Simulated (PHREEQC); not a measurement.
A solution holds 0.016 mol/kgw K2CO3, 0.14 mol/kgw FeCl2 and 0.015 mol/kgw HCl, at 85 °C. Closed to the air; pH follows from the charge balance.

Equilibrium calculation in PHREEQC: ion-association model, wateq4f.dat.

No solid was allowed to form.

### Question
Order these C species by the share of C that they hold, largest first: CO2, FeCO3, HCO3-, FeHCO3+.

### Answer
FeHCO3+ (64 %), HCO3- (25 %), CO2 (9.1 %), FeCO3 (2.7 %)

The pH is 6.58 and the ionic strength 0.406 mol/kgw. The solution is supersaturated, for example in Siderite, so a real one may precipitate; this is no full list. Species that the database lacks are ignored. At this temperature some constants are extrapolated from 25 °C, and those without enthalpy data are left unchanged.
